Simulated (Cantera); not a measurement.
An adiabatic, constant-volume homogeneous reactor starts with 1.34 % CH₄, 0.0801 % C₂H₆, 0.307 % C₃H₈, 12.1 % O₂, 86.1 % N₂, at 1800 K and 7500 Torr.

Detailed kinetics in Cantera: GRI-Mech 3.0 (53 species, 325 reactions). GRI-Mech 3.0 was tuned for natural gas; its chemistry of propane as a main component is partial and can be far from experiment.

Q: Predict: time of steepest temperature rise; temperature at 4.00 s; equilibrium temperature; x(NO) at 4.00 s; x(NO₂) at 4.00 s.

A: 
- time of steepest temperature rise = 4.55 µs
- temperature at 4.00 s = 2369 K
- equilibrium temperature = 2369 K
- x(NO) at 4.00 s = 0.0109 (gas-phase equilibrium 0.0109)
- x(NO₂) at 4.00 s = 2.34e-5 (gas-phase equilibrium 2.34e-5)
